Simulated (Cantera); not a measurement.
A Cantera script and what it prints.

```python
import numpy as np
import cantera as ct

gas_names = [...]  # 109 gases of nasa_gas.yaml made of C, Cl, H, Si
cond_names = """
    C(gr) C6H6(L) C7H8(L) C8H18(L),n-octa Si(cr) Si(L) SiC(b)
""".split()


# ... load() reads the species with a 1 bar reference pressure and builds the phases ...
atoms = {
    '(CH3)2SiCl2': {'C': 2, 'H': 6, 'Si': 1, 'CL': 2},
    'H2': {'H': 2},
}
top_T = {'C(gr)': 4500, 'SiC(b)': 3050}  # K; cautious upper limits of use, not melting points


# ... equilibrate(T, P, feed) seeds the gas with the atoms and calls Mixture.equilibrate('TP', solver="vcs", rtol=1e-11, max_steps=5000) ...
results = []
feed = {'(CH3)2SiCl2': 1, 'H2': 24}  # mol
P = 630  # Pa
for T in [1248, 1348, 1448, 1548, 1648, 1748, 1848, 1948, 2048, 2148, 2248, 2348, 2448]:
    mix = equilibrate(T, P, feed)
    results.append((T, P, feed, dict(zip(mix.species_names, mix.species_moles))))

top = {s: max(r[3][s] / sum(r[3][g] for g in gas_names) for r in results) for s in gas_names}
cols = sorted((s for s in top if top[s] > 0.001), key=lambda s: -top[s])[:8]
seen = [c for c in cond_names if any(r[3].get(c, 0) > 1e-12 for r in results)]
print("log10 of partial pressures in bar; condensed amounts in mol")
print(f"{'T/K':>10s}" + "".join(f"{s[:9]:>10s}" for s in cols + seen))
for T, P, feed, n in results:
    ng = sum(n[g] for g in gas_names)
    print(f"{T:10.4g}" + "".join(f"{np.log10(max(n[s] / ng * P / 1e5, 1e-99)):10.3f}" for s in cols)
          + "".join(f"{n.get(c, 0):10.4g}" for c in seen))
```

Result:

```
log10 of partial pressures in bar; condensed amounts in mol
       T/K        H2         H       HCL        Si        CL C2H2,acet      SiC2      Si2C     C(gr)    SiC(b)
      1248    -2.233    -7.447    -3.347   -13.761    -8.629    -8.847   -17.653   -17.625    0.9993    0.9989
      1348    -2.233    -6.752    -3.348   -12.150    -7.946    -8.153   -15.539   -15.549     1.001    0.9983
      1448    -2.233    -6.152    -3.348   -10.763    -7.356    -7.556   -13.721   -13.764     1.002    0.9972
      1548    -2.233    -5.628    -3.349    -9.556    -6.842    -7.037   -12.141   -12.215     1.003    0.9955
      1648    -2.233    -5.167    -3.350    -8.498    -6.390    -6.583   -10.757   -10.858     1.004    0.9933
      1748    -2.234    -4.758    -3.353    -7.562    -5.989    -6.181    -9.534    -9.659     1.004    0.9903
      1848    -2.236    -4.393    -3.356    -6.728    -5.633    -5.825    -8.446    -8.594     1.001    0.9858
      1948    -2.239    -4.066    -3.362    -5.981    -5.315    -5.508    -7.472    -7.641    0.9949    0.9768
      2048    -2.246    -3.773    -3.373    -5.307    -5.030    -5.225    -6.596    -6.784    0.9932    0.9498
      2148    -2.258    -3.509    -3.390    -4.698    -4.777    -4.975    -5.803    -6.009     1.029    0.8545
      2248    -2.280    -3.274    -3.421    -4.143    -4.555    -4.760    -5.083    -5.305     1.219    0.5139
      2348    -2.316    -3.066    -3.460    -3.833    -4.355    -4.578    -4.622    -5.057     1.455         0
      2448    -2.359    -2.881    -3.504    -3.838    -4.174    -4.422    -4.491    -5.409      1.24         0
```

Cantera equilibrium calculation (NASA polynomials, part measured and part estimated; ideal gas, pure solids and liquids). The feed counts by its element totals alone. The tables' values for SiCl are old estimates; treat these amounts as uncertain. Gases not in the tables: Si2H6 and higher silanes.
